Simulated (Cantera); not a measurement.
A closed system holds: 1 mol Al, 2.9 mol HCl, at 750 Torr.

These are equilibrium values from Cantera (NASA tables, ideal gas, pure condensed phases), not measurements of a reactor. Candidate condensed phases: Al, AlCl3; 12 gas species. The numbers say what is thermodynamically allowed, not how fast it happens.

Over these rows the condensed part is Al(s). Partial pressures as log10 of bar:

| T (K) | 1000/T (1/K) | log p AlCl | log p H2 | log p Al2Cl6 | log p AlCl3 |
|---|---|---|---|---|---|
| 648 | 1.5432 | -6.69 | -0.13 | -0.64 | -1.50 |
| 698 | 1.4327 | -5.77 | -0.14 | -0.68 | -1.17 |
| 748 | 1.3369 | -4.99 | -0.15 | -0.76 | -0.91 |
| 798 | 1.2531 | -4.31 | -0.17 | -0.89 | -0.72 |
| 848 | 1.1792 | -3.73 | -0.19 | -1.07 | -0.58 |
| 898 | 1.1136 | ? | -0.20 | -1.30 | -0.50 |

Task: Fit log p(AlCl) = a + b·(1000/T) to the five rows, give the apparent enthalpy, and predict the row at 898 K.

Result: Means: 1000/T = 1.3490, log p = -5.098. Sxy = -0.674575, Sxx = 0.0828946, so b = -8.14 and a = -5.098 − (-8.14)×1.3490 = 5.88.
Apparent enthalpy: −19.145 × (-8.14) = 156 kJ/mol. With the condensed phases at unit activity, 2/3 Al(s) + 1/6 Al2Cl6(g) = AlCl(g) links this pressure to the main gases: over the six rows their terms move log p by -0.11 in all, so the slope is close to that reaction's ΔH°. The five rows lie within 0.01 of the line.
Prediction at 898 K: 5.88 + (-8.14)×1.1136 = -3.18. The computed value is -3.22, 0.04 from the line.
